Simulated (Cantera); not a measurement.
A jet of 1.52 % CH4, 6.08 % O2, 92.4 % N2, equivalence ratio 0.50 at 300 K and 2200 Pa hits a platinum plate 3.1 cm away at a mass flux of 0.046 kg/m²/s; the plate temperature is set and raised in steps from an oxygen-covered start.

Cantera simulation using Deutschmann's 1995 Pt surface mechanism with GRI-Mech 3.0 gas chemistry; the numbers are that mechanism's predictions, not measurements. Catalytic surfaces can have several steady states; this one follows from the mechanism file's or the stated starting coverage.

x: mole fraction at the wall; θ: surface coverage.

```csv
plate T (K),wall x CH4,wall x O2,wall x H2O,wall x OH,wall x CO,wall x CO2,θ free Pt,θ O*
900,0.0116,0.0531,0.00680,2.57e-8,(withheld),0.00444,0.318,0.682
950,0.0100,0.0499,0.00962,8.40e-8,(withheld),0.00629,0.399,0.600
1000,0.00864,0.0469,0.0122,2.34e-7,(withheld),0.00798,0.479,0.520
1050,0.00747,0.0445,0.0143,5.72e-7,(withheld),0.00939,0.556,0.444
1100,0.00653,0.0425,0.0160,1.25e-6,(withheld),0.0105,0.627,0.372
1150,0.00581,0.0410,0.0173,2.52e-6,(withheld),0.0114,0.692,0.308
1200,0.00526,0.0398,0.0183,4.68e-6,(withheld),0.0120,0.749,0.251
1250,0.00489,0.0391,0.0189,8.13e-6,(withheld),0.0124,0.799,0.201
```

Task: Some entries are withheld; supply them.

Result: 
- 900, wall x CO: 5.87e-6
- 950, wall x CO: 7.20e-6
- 1000, wall x CO: 8.63e-6
- 1050, wall x CO: 1.03e-5
- 1100, wall x CO: 1.24e-5
- 1150, wall x CO: 1.51e-5
- 1200, wall x CO: 1.89e-5
- 1250, wall x CO: 2.42e-5
